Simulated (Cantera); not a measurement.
**HgO + O2 + N2 (iron carbonyl, mercury and lead vapours)**

Input: 1 mol HgO, 0.021 mol O2, a varied amount of N2, at 750 K and 84.0 mbar.

Equilibrium computed with Cantera from the NASA thermochemical tables; the gas is ideal and each condensed phase is pure. Candidate condensed phases: Hg, HgO; 10 gas species. Kinetics and transport are ignored.

From 1.1 mol N2 to 77 mol N2 nothing is condensed. The main Hg-bearing gas is Hg throughout.

| n(N2) (mol) | x N2 | x Hg | x O2 | x NO |
|---|---|---|---|---|
| 1.1 | 0.420 | 0.382 | 0.199 | 5.69e-7 |
| 1.8 | 0.542 | 0.301 | 0.157 | 5.75e-7 |
| 2.9 | 0.656 | 0.226 | 0.118 | 5.48e-7 |
| 4.6 | 0.752 | 0.163 | 0.0851 | 4.99e-7 |
| 7.4 | 0.830 | 0.112 | 0.0584 | 4.34e-7 |
| 12 | 0.888 | 0.0740 | 0.0385 | 3.65e-7 |
| 19 | 0.926 | 0.0487 | 0.0254 | 3.02e-7 |
| 30 | 0.952 | 0.0317 | 0.0165 | 2.47e-7 |
| 48 | 0.969 | 0.0202 | 0.0105 | 1.99e-7 |
| 77 | 0.981 | 0.0127 | 0.00664 | 1.59e-7 |
x: gas mole fraction; nothing condenses.
